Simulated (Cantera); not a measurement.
**TEOS + N2O + N2 + H2O (silicon oxide and oxynitride deposition)**

Input: 1 mol TEOS, 0.57 mol N2O, 12 mol N2, 27 mol H2O, held at 1225 K and 6.20e-5 bar.

Cantera equilibrium calculation (NASA polynomials, part measured and part estimated; ideal gas, pure solids and liquids). Candidate condensed phases: C, C6H6, C7H8, C8H18, H2O, Si, SiC, SiO2, Si2N2O, Si3N4; 151 gas species. The feed counts by its element totals alone. The tables hold silica as quartz up to 1696 K and as liquid above; real silica turns to tridymite and cristobalite and melts near 1996 K. The numbers say what is thermodynamically allowed, not how fast it happens.

* **x(H2)**: 0.324
* **x(H2O)**: 0.319
* **x(N2)**: 0.218
* **x(CO)**: 0.0832
* **x(CO2)**: 0.0558
* **x(H)**: 2.25e-5
* **n(SiO2(β-quartz))**: 1.00 mol
* **gas amount**: 57.57 mol
* **log10 activity of C(graphite) (absent)**: -6.99
* **log10 activity of Si(s) (absent)**: -14.10
